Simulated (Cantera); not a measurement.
Mixture: CH4 : O2 : N2 = 1 : 2.15 : 8.09 (molar parts), equivalence ratio 0.93, at 1.28 atm, adiabatic and at constant pressure. Ignition delay is the time to a rise of 400 K.

Model: GRI-Mech 3.0 (53 species, 325 reactions), integrated in Cantera.

### Question
What does this change do: pressure from 1.28 atm to 1.00 atm?

### Answer
| quantity | before | after |
|---|---|---|
| delay at 1175 K | 50.4 ms | 62.9 ms |
| delay at 1250 K | 17.7 ms | 21.8 ms |
| delay at 1325 K | 6.71 ms | 8.16 ms |
| delay at 1400 K | 2.74 ms | 3.31 ms |
| delay at 1475 K | 1.21 ms | 1.46 ms |
| delay at 1550 K | 0.579 ms | 0.702 ms |
| apparent activation energy between 1400 and 1550 K | 190 kJ/mol | 190 kJ/mol |

### Question
What does this change do: 0.12 parts C2H6 added?

### Answer
| quantity | before | after |
|---|---|---|
| delay at 1175 K | 50.4 ms | 5.34 ms |
| delay at 1250 K | 17.7 ms | 2.27 ms |
| delay at 1325 K | 6.71 ms | 1.05 ms |
| delay at 1400 K | 2.74 ms | 0.512 ms |
| delay at 1475 K | 1.21 ms | 0.260 ms |
| delay at 1550 K | 0.579 ms | 0.138 ms |
| apparent activation energy between 1400 and 1550 K | 190 kJ/mol | 160 kJ/mol |
